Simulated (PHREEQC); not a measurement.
A solution holds 3.8 mol NaCl, 2.2 mol KCl and 0.15 mol LiCl per kg of water, at 25 °C. Closed to the air; pH follows from the charge balance.

All values are PHREEQC results (Pitzer model, pitzer.dat), not measurements.

This is a speciation only: nothing precipitates in the calculation.

### Question
What activity of water does the model give?

### Answer
activity of water 0.770.
